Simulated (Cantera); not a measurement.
A closed system holds: 1 mol CuO, 1.8 mol F₂, at 16.5 Torr.

These are equilibrium values from Cantera (NASA tables, ideal gas, pure condensed phases), not measurements of a reactor. Candidate condensed phases: Cu, CuF₂, CuO, Cu₂O; 13 gas species. Equilibrium is a limit: real reactors are often held back by kinetics, nucleation or transport. All values below are at 1623 K.

Base state: F 0.516, CuF₂ 0.321, O₂ 0.161, CuF 0.00121, F₂ 0.000286, O 5.15e-5, FO 1.06e-5 (mole fractions); condensed: gas only.

Question: What changes in the equilibrium state with this change: pressure from 16.5 Torr to 9.00 Torr?

Answer: 
```
species    before     after
-------  --------  --------
F           0.516     0.517
CuF₂        0.321     0.320
O₂          0.161     0.161
CuF       0.00121   0.00220
F₂       0.000286  0.000156
O         5.15e-5   6.96e-5
```
